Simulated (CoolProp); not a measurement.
Values from CoolProp's reference Helmholtz-energy equation of state, Schmidt 1985. Above 300 K oxygen's equation is extrapolated.

For oxygen, give the phase and the viscosity (µPa s) at 883.2 K and 7.84 MPa; 842.3 K and 1.67 MPa.


- 883.2 K and 7.84 MPa: supercritical; viscosity 46.0
- 842.3 K and 1.67 MPa: gas; viscosity 44.0

Viscosity comes from a separate model (Lemmon 2004).
